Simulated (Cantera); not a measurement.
**Moist CO burnout**

An isothermal, constant-pressure homogeneous reactor starts with 2.14 % CO, 8.73 % O2, 0.0107 % H2O, 89.1 % N2, equivalence ratio 0.12, at 1475 K and 0.750 atm.

Cantera simulation using GRI-Mech 3.0 (53 species, 325 reactions); the numbers are that mechanism's predictions, not measurements.

| t (s) | x CO | x O2 | x H2O | x NO | x N2O | x NO2 |
|---|---|---|---|---|---|---|
| 5.00e-5 | 0.0214 | 0.0873 | 0.000107 | <1e-12 | 2.48e-12 | <1e-12 |
| 0.000123 | 0.0214 | 0.0873 | 0.000107 | <1e-12 | 1.33e-11 | <1e-12 |
| 0.000302 | 0.0214 | 0.0873 | 0.000107 | <1e-12 | 7.74e-11 | <1e-12 |
| 0.000743 | 0.0214 | 0.0873 | 0.000107 | 5.93e-12 | 5.16e-10 | <1e-12 |
| 0.00183 | 0.0214 | 0.0873 | 0.000106 | 8.08e-11 | 6.56e-9 | <1e-12 |
| 0.00449 | 0.0195 | 0.0857 | 7.85e-5 | 5.76e-8 | 5.79e-7 | 2.35e-10 |
| 0.0110 | 0.00690 | 0.0790 | 5.11e-5 | 6.00e-6 | 1.96e-6 | 2.35e-8 |
| 0.0272 | 0.00112 | 0.0776 | 8.42e-5 | 1.38e-5 | 2.01e-6 | 6.39e-8 |
| 0.0668 | 0.000167 | 0.0775 | 9.90e-5 | 1.69e-5 | 1.75e-6 | 9.51e-8 |
| 0.164 | 2.51e-5 | 0.0775 | 0.000104 | 1.78e-5 | 9.26e-7 | 1.05e-7 |
| 0.404 | 3.70e-6 | 0.0775 | 0.000106 | 1.79e-5 | 2.23e-7 | 8.48e-8 |
| 0.993 | 6.27e-7 | 0.0775 | 0.000107 | 1.80e-5 | 5.68e-8 | 6.03e-8 |
| 2.44 | 3.05e-7 | 0.0775 | 0.000107 | 1.80e-5 | 4.07e-8 | 5.51e-8 |
| 6.00 | 3.00e-7 | 0.0775 | 0.000107 | 1.81e-5 | 4.04e-8 | 5.52e-8 |
x: mole fraction; the columns are a selection and need not sum to one.

Equilibrium at this temperature and pressure: CO 3.00e-7, O2 0.0771, H2O 0.000107, NO 0.000703, N2O 4.05e-8, NO2 2.14e-6 (gas phase only).
